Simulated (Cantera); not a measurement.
## Thermodynamics of sublimation and decomposition of ceramics, feed ZrN + N2

Input: 1 mol ZrN, 3.2 mol N2, at 0.0465 Torr.

Cantera equilibrium calculation (NASA polynomials, part measured and part estimated; ideal gas, pure solids and liquids). Candidate condensed phases: Zr, ZrN; 4 gas species. ZrN: taken at fixed stoichiometry. The numbers say what is thermodynamically allowed, not how fast it happens.

```tsv
T (°C)	x N2	x Zr	x N	x ZrN	n ZrN(s)
1350	1.00	<1e-12	1.41e-10	<1e-12	1.00
1450	1.00	8.19e-12	1.11e-9	<1e-12	1.00
1550	1.00	3.26e-10	6.96e-9	<1e-12	1.00
1650	1.00	8.78e-9	3.61e-8	<1e-12	1.00
1750	1.00	1.70e-7	1.59e-7	<1e-12	1.000
1850	1.000	2.49e-6	6.11e-7	<1e-12	1.000
1950	1.000	2.85e-5	2.08e-6	1.59e-12	1.000
2050	1.000	0.000264	6.36e-6	1.81e-11	0.999
2150	0.998	0.00202	1.78e-5	1.67e-10	0.994
2250	0.987	0.0133	4.55e-5	1.29e-9	0.957
2350	0.923	0.0772	0.000106	8.48e-9	0.721
2450	0.787	0.213	0.000220	2.49e-8	0
2550	0.787	0.213	0.000467	2.83e-8	0
2650	0.786	0.213	0.000942	3.19e-8	0
```
x: gas mole fraction; n: condensed amount in mol.

From 1350 °C to 2350 °C the condensed part is ZrN(s). From 2450 °C to 2650 °C nothing is condensed.
